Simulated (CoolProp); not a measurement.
Computed with CoolProp (reference Helmholtz-energy equation of state, Lemmon 2006). It is a short technical equation, of lower accuracy than the large ones.

For CH3F (R41), give the phase and the cp (kJ/(kg K)), speed of sound (m/s), Joule-Thomson coefficient (K/MPa) at 151.85 °C and 855 kPa; 151.85 °C and 19000 kPa; 151.85 °C and 29500 kPa.


- 151.85 °C and 855 kPa: gas; cp 1.39, speed of sound 352, Joule-Thomson coefficient 6.64
- 151.85 °C and 19000 kPa: supercritical; cp 2.61, speed of sound 345, Joule-Thomson coefficient 2.79
- 151.85 °C and 29500 kPa: supercritical; cp 2.46, speed of sound 446, Joule-Thomson coefficient 1.12
